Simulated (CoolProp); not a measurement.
Vapour pressure (MPa) of the fluoroketone C6F12O (FK-5-1-12): the reference equation beside estimates from Tc = 168.7 °C, pc = 1.869 MPa, ω = 0.471. Clausius-Clapeyron is anchored at -54.45 °C with a constant enthalpy of vaporisation of 36.75 kJ/mol.

Model: reference Helmholtz-energy equation of state, McLinden 2015, in CoolProp.

| T (°C) | reference | Clausius-Clapeyron | Redlich-Kwong |
|---|---|---|---|
| -70.15 | 5.609e-5 | 5.791e-5 | 0.001206 |
| -54.45 | 0.0002764 | 0.0002764 | (withheld) |
| -38.75 | 0.001046 | 0.001070 | (withheld) |
| -23.15 | (withheld) | (withheld) | 0.02012 |
| -7.45 | 0.008308 | (withheld) | 0.03921 |
| 8.25 | (withheld) | (withheld) | 0.06977 |
| 23.95 | (withheld) | 0.05725 | 0.1154 |
| 39.65 | 0.07223 | 0.1208 | 0.1797 |

Complete the blanks.


- -54.45, Redlich-Kwong: 0.003669
- -38.75, Redlich-Kwong: 0.009259
- -23.15, reference: 0.003191
- -23.15, Clausius-Clapeyron: 0.003471
- -7.45, Clausius-Clapeyron: 0.009867
- 8.25, reference: 0.01892
- 8.25, Clausius-Clapeyron: 0.02496
- 23.95, reference: 0.03865

Absolute difference from the reference over all 8 rows, mean and median: Clausius-Clapeyron 22.5 and 13.8 %, Redlich-Kwong 697.7 and 451.2 %.
